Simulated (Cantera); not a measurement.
Input: 1 mol Si, 2.3 mol HCl, 6.1 mol H2, 0.002 mol HF, held at 15000 Pa.

Equilibrium computed with Cantera from the NASA thermochemical tables; the gas is ideal and each condensed phase is pure. Candidate condensed phases: Si; 37 gas species. The tables' values for SiCl3, SiF2 are old estimates; treat these amounts as uncertain. Rates play no part.

x: gas mole fraction; n: condensed amount in mol.

```
T (K)   x H2       x HCl     x SiCl2     x SiCl4    x SiHCl3   x SiCl3  n Si(s)
-----  -----  ----------  ----------  ----------  ----------  --------  -------
575    0.919     2.78e-5    3.20e-10      0.0538      0.0265   8.88e-8    0.371
675    0.919    0.000259     4.70e-8      0.0545      0.0253   2.37e-6    0.373
775    0.919  (withheld)  (withheld)      0.0550      0.0243   2.69e-5    0.377
875    0.916     0.00475     3.13e-5      0.0547      0.0231  0.000172    0.385
975    0.911      0.0127    0.000288      0.0530      0.0217  0.000734    0.401
1075   0.899      0.0278     0.00168      0.0486      0.0196   0.00227    0.426
1175   0.880      0.0510     0.00674      0.0399      0.0162   0.00524    0.453
1275   0.854  (withheld)  (withheld)  (withheld)  (withheld)   0.00881    0.464
1375   0.828       0.104      0.0380      0.0124     0.00630    0.0101    0.447
1475   0.812       0.118      0.0544     0.00413     0.00268   0.00813    0.421
1575   0.805       0.123      0.0639     0.00117     0.00102   0.00535    0.401
```

### Question
Some entries are withheld; supply them.

### Answer

- 1275, x HCl: 0.0794
- 1275, x SiCl2: 0.0191
- 1275, x SiCl4: 0.0264
- 1275, x SiHCl3: 0.0115
- 775, x HCl: 0.00135
- 775, x SiCl2: 1.87e-6
